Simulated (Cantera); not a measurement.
# Equilibrium for aluminium and copper etching: Cu + F₂

Feed: 1 mol Cu, 1.1 mol F₂.

Equilibrium computed with Cantera from the NASA thermochemical tables; the gas is ideal and each condensed phase is pure. Candidate condensed phases: Cu, CuF₂; 6 gas species. Kinetics and transport are ignored.

Q: Map the stable condensed phases over T = 675, 750, 825, 900, 975, 1050, 1125, 1200, 1275, 1350, 1425, 1500 K and P in Pa = 1, 3.2, 10, 32, 100, 320, 1000, 3200, 10000, 32000, 100000.

A: 
```
T in K \ P in Pa
              1    3.2     10     32    100    320   1000   3200  10000  32000 100000
   1500       A      A      A      A      A      A      A      A      B      B      B
   1425       A      A      A      A      A      A      A      B      B      B      B
   1350       A      A      A      A      A      A      A      B      B      B      B
   1275       A      A      A      A      A      A      B      B      B      B      B
   1200       A      A      A      A      A      B      B      B      B      B      B
   1125       A      A      A      A      B      B      B      B      B      B      B
   1050       A      A      B      B      B      B      B      B      B      B      B
    975       B      B      B      B      B      B      B      B      B      B      B
    900       B      B      B      B      B      B      B      B      B      B      B
    825       B      B      B      B      B      B      B      B      B      B      B
    750       B      B      B      B      B      B      B      B      B      B      B
    675       B      B      B      B      B      B      B      B      B      B      B
```
A: gas only; B: CuF₂.
